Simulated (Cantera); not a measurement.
An adiabatic, constant-pressure homogeneous reactor starts with H2 : O2 : N2 = 1 : 0.385 : 1.45 (molar parts), equivalence ratio 1.3, at 1648 K and 1300000 Pa.

Model: GRI-Mech 3.0 (53 species, 325 reactions), integrated in Cantera. The hydrogen kinetics of GRI-Mech 3.0 are dated; newer H2 mechanisms differ, most at raised pressure. The pressure lies above the range GRI-Mech 3.0 was tuned for (to about 10 atm). Above 3000 K some thermodynamic fits are extrapolated.

**Question.** Predict: time of steepest temperature rise; temperature at 0.400 s; equilibrium temperature; x(H2) at 0.400 s; x(O2) at 0.400 s; x(N2O) at 0.400 s; x(H2O) at 0.400 s; x(O) at 0.400 s; x(NO) at 0.400 s; x(NO2) at 0.400 s.

**Answer.** 
```
Quantity                                                             Value
---------------------------------  ---------------------------------------
time of steepest temperature rise                                 0.706 µs
temperature at 0.400 s                                              3146 K
equilibrium temperature                                             3146 K
x(H2) at 0.400 s                       0.104 (gas-phase equilibrium 0.104)
x(O2) at 0.400 s                   0.00270 (gas-phase equilibrium 0.00270)
x(N2O) at 0.400 s                  9.61e-7 (gas-phase equilibrium 9.61e-7)
x(H2O) at 0.400 s                      0.270 (gas-phase equilibrium 0.270)
x(O) at 0.400 s                    0.00265 (gas-phase equilibrium 0.00265)
x(NO) at 0.400 s                   0.00548 (gas-phase equilibrium 0.00548)
x(NO2) at 0.400 s                  1.17e-6 (gas-phase equilibrium 1.17e-6)
```
